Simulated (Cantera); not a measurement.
Silicon nitride deposition: Si2Cl6 + NH3 + N2

A closed system holds: 1 mol Si2Cl6, 8.7 mol NH3, 83 mol N2, held at 2.50 mbar.

Equilibrium computed with Cantera from the NASA thermochemical tables; the gas is ideal and each condensed phase is pure. Candidate condensed phases: NH4Cl, Si, Si3N4; 28 gas species. The feed counts by its element totals alone. The tables' values for SiCl, SiCl3, SiN are old estimates; treat these amounts as uncertain. Rates play no part.

From 627 °C to 1427 °C the condensed part is Si3N4(s). At 1527 °C the condensed part is Si(l). At 1627 °C nothing is condensed. The main Si-bearing gas is SiCl4 at 627 °C and SiCl2 at 1627 °C. The share of Si in condensed phases is highest at 827 °C (99.8 %) and lowest at 1627 °C (0.0 %).

```tsv
T (°C)	x N2	x H2	x HCl	x SiCl2	x H	x Si	n Si3N4(s)	n Si(l)
627	0.843	0.0986	0.0584	6.62e-9	7.34e-10	<1e-12	0.664	0
727	0.843	0.0986	0.0586	2.32e-7	1.43e-8	<1e-12	0.665	0
827	0.843	0.0986	0.0586	4.21e-6	1.62e-7	<1e-12	0.665	0
927	0.843	0.0986	0.0585	4.66e-5	1.24e-6	<1e-12	0.664	0
1027	0.843	0.0989	0.0579	0.000345	6.96e-6	6.62e-11	0.653	0
1127	0.843	0.100	0.0550	0.00173	3.08e-5	6.42e-9	0.605	0
1227	0.843	0.104	0.0472	0.00550	0.000113	3.35e-7	0.475	0
1327	0.844	0.109	0.0358	0.0111	0.000359	1.06e-5	0.283	0
1427	0.844	0.113	0.0251	0.0163	0.000992	0.000222	0.0912	0
1527	0.842	0.112	0.0244	0.0163	0.00240	0.00127	0	0.116
1627	0.838	0.109	0.0273	0.0142	0.00524	0.00387	0	0
```
x: gas mole fraction; n: condensed amount in mol.
